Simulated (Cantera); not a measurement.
## Al + N2O + N2 (aluminium nitride and oxide growth)

Feed: 1 mol Al, 0.6 mol N2O, 130 mol N2, at 1.33 mbar.

Cantera equilibrium calculation (NASA polynomials, part measured and part estimated; ideal gas, pure solids and liquids). Candidate condensed phases: Al, AlN, Al2O3; 16 gas species. Mutual solubility and eutectic melting of coexisting phases are not modelled. Condensed phases not in the tables: aluminium oxynitride. The numbers say what is thermodynamically allowed, not how fast it happens.

```json
[
 {"T (°C)": "1350", "x N2": "1.000", "x Al": "6.07e-5", "x Al2O": "6.28e-6", "x AlO": "1.54e-9", "x Al2O2": "5.21e-12", "x Al2": "1.68e-11", "n AlN(s)": "0.591", "n Al2O3(s)": "0.200"},
 {"T (°C)": "1375", "x N2": "1.000", "x Al": "0.000124", "x Al2O": "1.56e-5", "x AlO": "3.45e-9", "x Al2O2": "1.44e-11", "x Al2": "5.77e-11", "n AlN(s)": "0.581", "n Al2O3(s)": "0.199"},
 {"T (°C)": "1400", "x N2": "1.000", "x Al": "0.000248", "x Al2O": "3.77e-5", "x AlO": "7.51e-9", "x Al2O2": "3.88e-11", "x Al2": "1.91e-10", "n AlN(s)": "0.561", "n Al2O3(s)": "0.198"},
 {"T (°C)": "1425", "x N2": "0.999", "x Al": "0.000485", "x Al2O": "8.88e-5", "x AlO": "1.60e-8", "x Al2O2": "1.01e-10", "x Al2": "6.10e-10", "n AlN(s)": "0.521", "n Al2O3(s)": "0.196"},
 {"T (°C)": "1450", "x N2": "0.999", "x Al": "0.000931", "x Al2O": "0.000204", "x AlO": "3.33e-8", "x Al2O2": "2.57e-10", "x Al2": "1.88e-9", "n AlN(s)": "0.443", "n Al2O3(s)": "0.191"},
 {"T (°C)": "1475", "x N2": "0.998", "x Al": "0.00175", "x Al2O": "0.000456", "x AlO": "6.78e-8", "x Al2O2": "6.33e-10", "x Al2": "5.62e-9", "n AlN(s)": "0.291", "n Al2O3(s)": "0.180"},
 {"T (°C)": "1500", "x N2": "0.996", "x Al": "0.00324", "x Al2O": "0.000997", "x AlO": "1.35e-7", "x Al2O2": "1.52e-9", "x Al2": "1.63e-8", "n AlN(s)": "0", "n Al2O3(s)": "0.156"},
 {"T (°C)": "1525", "x N2": "0.996", "x Al": "0.00328", "x Al2O": "0.000974", "x AlO": "2.18e-7", "x Al2O2": "2.41e-9", "x Al2": "1.41e-8", "n AlN(s)": "0", "n Al2O3(s)": "0.157"},
 {"T (°C)": "1550", "x N2": "0.996", "x Al": "0.00331", "x Al2O": "0.000951", "x AlO": "3.46e-7", "x Al2O2": "3.77e-9", "x Al2": "1.22e-8", "n AlN(s)": "0", "n Al2O3(s)": "0.158"},
 {"T (°C)": "1575", "x N2": "0.996", "x Al": "0.00334", "x Al2O": "0.000929", "x AlO": "5.43e-7", "x Al2O2": "5.81e-9", "x Al2": "1.07e-8", "n AlN(s)": "0", "n Al2O3(s)": "0.159"},
 {"T (°C)": "1600", "x N2": "0.996", "x Al": "0.00336", "x Al2O": "0.000908", "x AlO": "8.41e-7", "x Al2O2": "8.86e-9", "x Al2": "9.33e-9", "n AlN(s)": "0", "n Al2O3(s)": "0.160"},
 {"T (°C)": "1625", "x N2": "0.996", "x Al": "0.00339", "x Al2O": "0.000887", "x AlO": "1.29e-6", "x Al2O2": "1.34e-8", "x Al2": "8.19e-9", "n AlN(s)": "0", "n Al2O3(s)": "0.161"},
 {"T (°C)": "1650", "x N2": "0.996", "x Al": "0.00342", "x Al2O": "0.000867", "x AlO": "1.95e-6", "x Al2O2": "1.99e-8", "x Al2": "7.21e-9", "n AlN(s)": "0", "n Al2O3(s)": "0.162"}
]
```
x: gas mole fraction; n: condensed amount in mol.

From 1350 °C to 1475 °C the condensed part is AlN(s) + Al2O3(s). From 1500 °C to 1650 °C the condensed part is Al2O3(s). The main Al-bearing gas is Al throughout. The share of Al in condensed phases is highest at 1350 °C (99.0 %) and lowest at 1500 °C (31.3 %).
